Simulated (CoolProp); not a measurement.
Properties of R1336mzz(Z) along the isobar 8020 kPa.

Values from CoolProp's reference Helmholtz-energy equation of state, McLinden 2020.

```json
[
 {"T (°C)": "-17.95", "phase": "liquid", "density (kg/m³)": "1488", "cp (kJ/(kg K))": "1.122", "Joule-Thomson coefficient (K/MPa)": "-0.3694", "isothermal compressibility (1/MPa)": "0.001323"},
 {"T (°C)": "-1.55", "phase": "liquid", "density (kg/m³)": "1451", "cp (kJ/(kg K))": "1.154", "Joule-Thomson coefficient (K/MPa)": "-0.3431", "isothermal compressibility (1/MPa)": "0.001558"},
 {"T (°C)": "14.75", "phase": "liquid", "density (kg/m³)": "1414", "cp (kJ/(kg K))": "1.184", "Joule-Thomson coefficient (K/MPa)": "-0.3150", "isothermal compressibility (1/MPa)": "0.001846"},
 {"T (°C)": "31.05", "phase": "liquid", "density (kg/m³)": "1375", "cp (kJ/(kg K))": "1.213", "Joule-Thomson coefficient (K/MPa)": "-0.2836", "isothermal compressibility (1/MPa)": "0.002205"},
 {"T (°C)": "47.35", "phase": "liquid", "density (kg/m³)": "1336", "cp (kJ/(kg K))": "1.242", "Joule-Thomson coefficient (K/MPa)": "-0.2477", "isothermal compressibility (1/MPa)": "0.002659"},
 {"T (°C)": "63.65", "phase": "liquid", "density (kg/m³)": "1295", "cp (kJ/(kg K))": "1.270", "Joule-Thomson coefficient (K/MPa)": "-0.2053", "isothermal compressibility (1/MPa)": "0.003244"},
 {"T (°C)": "79.95", "phase": "liquid", "density (kg/m³)": "1253", "cp (kJ/(kg K))": "1.298", "Joule-Thomson coefficient (K/MPa)": "-0.1541", "isothermal compressibility (1/MPa)": "0.004010"},
 {"T (°C)": "96.35", "phase": "liquid", "density (kg/m³)": "1208", "cp (kJ/(kg K))": "1.327", "Joule-Thomson coefficient (K/MPa)": "-0.08997", "isothermal compressibility (1/MPa)": "0.005046"},
 {"T (°C)": "112.65", "phase": "liquid", "density (kg/m³)": "1161", "cp (kJ/(kg K))": "1.358", "Joule-Thomson coefficient (K/MPa)": "-0.008294", "isothermal compressibility (1/MPa)": "0.006467"},
 {"T (°C)": "128.95", "phase": "liquid", "density (kg/m³)": "1111", "cp (kJ/(kg K))": "1.392", "Joule-Thomson coefficient (K/MPa)": "0.09949", "isothermal compressibility (1/MPa)": "0.008487"},
 {"T (°C)": "145.25", "phase": "liquid", "density (kg/m³)": "1057", "cp (kJ/(kg K))": "1.430", "Joule-Thomson coefficient (K/MPa)": "0.2465", "isothermal compressibility (1/MPa)": "0.01147"},
 {"T (°C)": "161.55", "phase": "liquid", "density (kg/m³)": "997.5", "cp (kJ/(kg K))": "1.476", "Joule-Thomson coefficient (K/MPa)": "0.4540", "isothermal compressibility (1/MPa)": "0.01609"},
 {"T (°C)": "177.85", "phase": "supercritical", "density (kg/m³)": "931.4", "cp (kJ/(kg K))": "1.532", "Joule-Thomson coefficient (K/MPa)": "0.7560", "isothermal compressibility (1/MPa)": "0.02354"},
 {"T (°C)": "194.25", "phase": "supercritical", "density (kg/m³)": "856.5", "cp (kJ/(kg K))": "1.598", "Joule-Thomson coefficient (K/MPa)": "1.203", "isothermal compressibility (1/MPa)": "0.03602"},
 {"T (°C)": "210.55", "phase": "supercritical", "density (kg/m³)": "773.0", "cp (kJ/(kg K))": "1.666", "Joule-Thomson coefficient (K/MPa)": "1.830", "isothermal compressibility (1/MPa)": "0.05605"},
 {"T (°C)": "226.85", "phase": "supercritical", "density (kg/m³)": "683.6", "cp (kJ/(kg K))": "1.708", "Joule-Thomson coefficient (K/MPa)": "2.598", "isothermal compressibility (1/MPa)": "0.08389"}
]
```
